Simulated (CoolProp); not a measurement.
R21 at 423.59 K and 0.356 MPa is throttled through a valve to 0.244 MPa with no heat exchange. Each further row changes one setting.

The numbers come from the reference Helmholtz-energy equation of state, Platzer 1990 in CoolProp. This equation is an older, rougher fit.

```
case                        temperature change (K)  final density (kg/m³)
--------------------------  ----------------------  ---------------------
as stated                                     -1.6                   7.31
outlet pressure 0.0732 MPa                    -4.0                   2.17
outlet pressure 0.317 MPa                     -0.6                   9.53
```
